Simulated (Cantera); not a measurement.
Input (Python, Cantera):

```python
import numpy as np
import cantera as ct

gas = ct.Solution("gri30.yaml")


def delay(T, t_max=10):
    gas.TPX = T, 96000, {'C2H4': 1, 'O2': 5.66, 'N2': 21.3, 'H2O': 5.1}
    reactor = ct.IdealGasConstPressureReactor(gas, clone=False)
    net = ct.ReactorNet([reactor])
    net.rtol, net.atol = 1e-8, 1e-16
    while net.time < t_max:
        t_old, T_old = net.time, reactor.T
        net.step()
        if reactor.T > T + 400:  # ignition: a rise of 400 K
            return t_old + (T + 400 - T_old) / (reactor.T - T_old) * (net.time - t_old)
    return np.nan


taus = []
for T in [1223, 1298, 1373, 1448, 1523, 1598, 1673, 1748]:
    taus.append(delay(T))
    print(f"T0 = {T:6g} K   tau = {taus[-1]:.4e} s")
```

Result:

```
T0 =   1223 K   tau = 2.9832e-04 s
T0 =   1298 K   tau = 1.2691e-04 s
T0 =   1373 K   tau = 7.6001e-05 s
T0 =   1448 K   tau = 5.2186e-05 s
T0 =   1523 K   tau = 3.8675e-05 s
T0 =   1598 K   tau = 3.0243e-05 s
T0 =   1673 K   tau = 2.5127e-05 s
T0 =   1748 K   tau = 2.3870e-05 s
```

Cantera simulation using GRI-Mech 3.0 (53 species, 325 reactions); the numbers are that mechanism's predictions, not measurements. GRI-Mech 3.0 was tuned for natural gas; its chemistry of ethylene as a main component is partial and can be far from experiment. Where the delays flatten at high temperature, the 400 K rule measures the pace of heat release, not the induction time.
